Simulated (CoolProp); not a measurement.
The fluid at 293.15 K and 0.0284 MPa is throttled through a valve to 0.0105 MPa with no heat exchange. The same conditions are run with several fluids, on thermodynamics alone (safety and materials aside).

Model: reference Helmholtz-energy equation of state of each fluid (R1224YDZ: Akasaka 2023; R1336mzz(Z): McLinden 2020; R123: Younglove 1994; R21: Platzer 1990; hydrogen sulfide: Lemmon 2006), in CoolProp. The equations of Platzer and Polt are older, rougher fits.

```tsv
fluid	temperature change (K)	final density (kg/m³)
R1224YDZ	-0.7	0.644
R1336mzz(Z)	-0.7	0.713
R123	-0.7	0.664
R21	-0.8	0.446
hydrogen sulfide	-0.3	0.147
```
